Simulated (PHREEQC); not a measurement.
Consider water at 20 °C with 5 mol/kgw NaBr, 0.099 mol/kgw SrCl2 and 0.00025 mol/kgw H4SiO4. It is in equilibrium with CO2 at log p = -3.4 (atm). Otherwise closed; pH follows from the charge balance.

The numbers come from PHREEQC with the Pitzer model, pitzer.dat.

Question: The ionic strength comes out as 5.30 mol/kgw. What activity coefficients do Br-, Sr+2, Cl-, H+, HCO3- get?

Answer: Br- 0.74, Sr+2 2.6, Cl- 0.59, H+ 6.5, HCO3- 0.21. Single-ion values are on the MacInnes scale.

No solid was allowed to form. Complexes and solids missing from the database can't appear. In brines, pH and single-ion activities rest on the MacInnes convention.
